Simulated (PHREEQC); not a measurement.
A solution holds 0.0092 mol ZnCl2 and 5.6e-05 mol NaCl per kg of water, at 25 °C. Closed to the air; pH follows from the charge balance.

Model: ion-association model, wateq4f.dat, run in PHREEQC.

No solid was allowed to form.

### Question
What pH does the model give?

### Answer
pH 5.55.

### Question
In which forms is Cl present?

### Answer
Cl- 99 %, ZnCl+ 1.3 % of the Cl.
